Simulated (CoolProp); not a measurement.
Vapour-liquid equilibrium of ethylene (1) + isobutane (2) at 235.9 K; x and y are mole fractions of (1).

Values from CoolProp's multi-fluid Helmholtz-energy mixture model, Smukala 2000 and Bücker 2006; pair parameters Bell 2016.

**Question.** Give the bubble pressure and the first vapour's composition at x = 0.15, 0.45, 0.95. Is there an azeotrope?

**Answer.** x = 0.15: 0.2120 MPa, y = 0.858; x = 0.45: 0.6303 MPa, y = 0.964; x = 0.95: 1.475 MPa, y = 0.998. No azeotrope shows between x = 0.05 and 0.95.

Pair parameters are fitted to limited data, so mixtures are less certain than the pure fluids.
